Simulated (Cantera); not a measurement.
A perfectly stirred reactor is fed with CO : O2 : H2O : N2 = 0.028 : 0.024 : 0.00032 : 1 (molar parts), equivalence ratio 0.58, at 5.00 bar; it is held at 1198 K, and followed from long to short residence time.

Detailed kinetics in Cantera: GRI-Mech 3.0 (53 species, 325 reactions).

Question: Predict: x(CO) at τ = 8.30 s; x(O2) at τ = 8.30 s; x(H2O) at τ = 8.30 s; x(OH) at τ = 8.30 s; x(NO) at τ = 8.30 s; x(CO) at τ = 0.200 s; x(O2) at τ = 0.200 s; x(H2O) at τ = 0.200 s; x(OH) at τ = 0.200 s; x(NO) at τ = 0.200 s.

Answer: 
- x(CO) at τ = 8.30 s = 0.000654
- x(O2) at τ = 8.30 s = 0.00995
- x(H2O) at τ = 8.30 s = 0.000307
- x(OH) at τ = 8.30 s = 3.23e-7
- x(NO) at τ = 8.30 s = 4.05e-6
- x(CO) at τ = 0.200 s = 0.0117
- x(O2) at τ = 0.200 s = 0.0154
- x(H2O) at τ = 0.200 s = 0.000301
- x(OH) at τ = 0.200 s = 3.32e-7
- x(NO) at τ = 0.200 s = 5.09e-7
